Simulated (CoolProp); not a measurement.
Octamethylcyclotetrasiloxane (D4) along the isobar 5.42 MPa: fugacity coefficient from the reference equation and from simpler models built on Tc = 586.5 K, pc = 1.347 MPa, ω = 0.598; each cubic takes its own stable root.

The numbers come from the reference Helmholtz-energy equation of state, Thol 2015 in CoolProp.

| T (K) | phase | reference | van der Waals | Redlich-Kwong |
|---|---|---|---|---|
| 350.3 | liquid | 0.001066 | 0.05401 | 0.009712 |
| 358.7 | liquid | 0.001569 | 0.06019 | 0.01222 |
| 367.1 | liquid | 0.002255 | 0.06673 | 0.01516 |
| 375.4 | liquid | 0.003157 | 0.07355 | 0.01852 |
| 383.8 | liquid | 0.004349 | 0.08079 | 0.02243 |
| 392.2 | liquid | 0.005877 | 0.08836 | 0.02685 |
| 400.5 | liquid | 0.007777 | 0.09617 | 0.03177 |
| 408.9 | liquid | 0.01016 | 0.1044 | 0.03731 |
| 417.3 | liquid | 0.01307 | 0.1129 | 0.04343 |
| 425.6 | liquid | 0.01653 | 0.1216 | 0.05006 |
| 434 | liquid | 0.02069 | 0.1307 | 0.05737 |
| 442.4 | liquid | 0.02557 | 0.1401 | 0.06527 |
| 450.7 | liquid | 0.03118 | 0.1495 | 0.07368 |
| 459.1 | liquid | 0.03769 | 0.1594 | 0.08277 |
| 467.5 | liquid | 0.04509 | 0.1695 | 0.09243 |
